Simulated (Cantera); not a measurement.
Feed: 1 mol Al, 0.6 mol HCl, 3.6 mol N2, at 1327 °C and 14.0 Pa.

These are equilibrium values from Cantera (NASA tables, ideal gas, pure condensed phases), not measurements of a reactor. Candidate condensed phases: Al, AlCl3, AlN, NH4Cl; 20 gas species. The tables' values for AlCl2 are old estimates; treat these amounts as uncertain. The numbers say what is thermodynamically allowed, not how fast it happens.

Base state: N2 0.790, AlCl 0.138, H2 0.0685, H 0.00120, HCl 0.00118, Al 0.00102, AlCl2 0.000226, Cl 1.64e-5 (mole fractions); condensed: AlN(s).

What changes in the equilibrium state with this change: temperature from 1327 °C to 1477 °C?


```json
[
 {"species": "N2", "before": "0.790", "after": "0.746"},
 {"species": "AlCl", "before": "0.138", "after": "0.126"},
 {"species": "Al", "before": "0.00102", "after": "0.0627"},
 {"species": "H2", "before": "0.0685", "after": "0.0605"},
 {"species": "AlH", "before": "2.64e-6", "after": "9.55e-5"},
 {"species": "AlCl2", "before": "0.000226", "after": "8.41e-6"},
 {"species": "HCl", "before": "0.00118", "after": "0.000106"},
 {"species": "AlN(s), mol", "before": "0.402", "after": "0.102"}
]
```
